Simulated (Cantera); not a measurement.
An adiabatic, constant-volume homogeneous reactor starts with CO : H2 : CH4 : O2 : N2 = 1 : 1 : 0.11 : 1.79 : 12.9 (molar parts), equivalence ratio 0.68, at 1200 K and 3.70 bar.

Model: GRI-Mech 3.0 (53 species, 325 reactions), integrated in Cantera.

One state of this run: T (K) = 2383; P (bar) = 6.95; x CO = 0.00609; x H2 = 0.00103; x CH4 = <1e-12; x CH2 = <1e-12; x H2O = 0.0731. x: mole fraction; the columns are a selection and need not sum to one.

Question: Which value of t (s) does it belong to?
A. 0.000106
B. 0.670
C. 0.0252
D. 4.00e-6

Answer: A, 0.000106
